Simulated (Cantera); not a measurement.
Feed: 1 mol Si3N4, 4 mol CO2, 1.1 mol N2, held at 1748.15 K.

Method: chemical equilibrium by Gibbs-energy minimisation in Cantera with the NASA 1993 tables (ideal gas, pure condensed phases). Candidate condensed phases: C, Si, SiC, SiO2, Si2N2O, Si3N4; 34 gas species. Mutual solubility and eutectic melting of coexisting phases are not modelled. The tables hold silica as quartz up to 1696 K and as liquid above; real silica turns to tridymite and cristobalite and melts near 1996 K. The numbers say what is thermodynamically allowed, not how fast it happens.

Question: Which condensed phases are stable at each of these points (P (Pa)): 0.100, 0.750, 5.60, 42, 320, 2400, 18000, 130000, 1000000?

Answer: 
```tsv
P (Pa)	condensed phases	Si condensed (%)
0.100	gas only	0.0
0.750	SiO2(condensed)	19.7
5.60	SiO2(condensed)	31.1
42	SiO2(condensed)	33.0
320	SiO2(condensed)	33.3
2400	SiO2(condensed) + Si2N2O(s)	65.6
18000	SiO2(condensed) + Si2N2O(s)	98.1
130000	SiO2(condensed) + Si2N2O(s)	99.9
1000000	C(graphite) + SiO2(condensed) + Si2N2O(s)	100.0
```

At 1.00e-6 bar nothing is condensed. From 7.50e-6 bar to 0.00320 bar the condensed part is SiO2(condensed). From 0.0240 bar to 1.30 bar the condensed part is SiO2(condensed) + Si2N2O(s). At 10.0 bar the condensed part is C(graphite) + SiO2(condensed) + Si2N2O(s).
